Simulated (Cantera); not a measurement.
Charge: 1 mol H2S, 1.8 mol H2, 0.82 mol N2, at 2050 K and 1.00 bar.

Method: chemical equilibrium by Gibbs-energy minimisation in Cantera with the NASA 1993 tables (ideal gas, pure condensed phases). Candidate condensed phases: S; 15 gas species. The numbers say what is thermodynamically allowed, not how fast it happens.

Task: What is the equilibrium state?

Result: 
```json
{
 "x(H2)": "0.612",
 "x(N2)": "0.207",
 "x(H2S)": "0.0862",
 "x(S2)": "0.0742",
 "x(SH)": "0.0170",
 "x(H)": "0.00178",
 "x(S)": "0.00119",
 "x(SN)": "5.00e-6",
 "x(NH3)": "4.04e-6",
 "gas_amount": "3.955 mol",
 "log10 activity of S(l) (absent)": "-2.17"
}
```
